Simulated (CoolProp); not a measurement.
The fluid at 345.52 K and 5.13 MPa is throttled through a valve to 1.56 MPa with no heat exchange. The same conditions are run with several fluids, on thermodynamics alone (safety and materials aside).

The numbers come from the reference Helmholtz-energy equation of state of each fluid (R407C: Lemmon 2003; R1336mzz(E): Akasaka 2023; dodecamethylpentasiloxane (MD3M): Thol 2019; n-nonane: Lemmon 2006; R1233zd(E): Akasaka 2022) in CoolProp. Blends and air are pseudo-pure fits.

```tsv
fluid	temperature change (K)	final phase	final density (kg/m³)
R407C	-35.2	two-phase, vapour fraction 0.360	172
R1336mzz(E)	-0.3	liquid	1170
dodecamethylpentasiloxane (MD3M)	+1.4	liquid	825
n-nonane	+1.3	liquid	677
R1233zd(E)	+0.4	liquid	1140
```
